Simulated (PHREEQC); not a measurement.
A solution holds 120 mmol/kgw K2CO3 and 10 mmol/kgw KH2PO4, at 25 °C. Closed to the air; pH follows from the charge balance.

All values are PHREEQC results (ion-association model, phreeqc.dat), not measurements.

| quantity | before | after |
|---|---|---|
| pH | 10.80 | 7.78 |
| ionic strength (mol/kgw) | 0.369 | 0.347 |
| HPO4-2 (mol/kgw) | 0.00738 | 0.108 |
| KHPO4- (mol/kgw) | 0.000806 | 0.0116 |
| H2PO4- (mol/kgw) | 6.29e-7 | 0.0100 |

Question: Which change was made?
(A) K2CO3 from 0.12 to 0.18 mol/kgw
(B) K2CO3 replaced by KOH at the same molality
(C) K2CO3 replaced by K2HPO4 at the same molality
(D) K2CO3 from 0.12 to 0.108 mol/kgw
(E) K2CO3 left out

Answer: C, K2CO3 replaced by K2HPO4 at the same molality

This is a speciation only: nothing precipitates in the calculation.
